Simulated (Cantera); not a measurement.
Feed: 1 mol Nb, 5.2 mol H2O, held at 2123.15 K and 10.0 mbar.

Cantera equilibrium calculation (NASA polynomials, part measured and part estimated; ideal gas, pure solids and liquids). Candidate condensed phases: H2O, Nb, NbO, NbO2, Nb2O5; 12 gas species. Condensed phases not in the tables: the oxides between NbO2 and Nb2O5. Rates play no part.

Base state: H2O 0.508, H2 0.463, H 0.0244, OH 0.00332, NbO2 0.00108, O 0.000124, O2 5.81e-5 (mole fractions); condensed: Nb2O5(l).

Q: What changes in the equilibrium state with this change: H2O from 5.2 to 0.12 mol?

A: 
```csv
species,before,after
H2,0.463,0.962
H,0.0244,0.0352
H2O,0.508,0.00250
NbO2,0.00108,0.000425
O2,5.81e-5,<1e-9
O,0.000124,2.94e-7
"Nb2O5(l), mol",0.497,0
"Nb(s), mol",0,0.880
"NbO(s), mol",0,0.120
```
Mutual solubility and eutectic melting of coexisting phases are not modelled. NbO: taken at fixed stoichiometry. Condensed phases not in the tables: N, O or C dissolved in the metal.
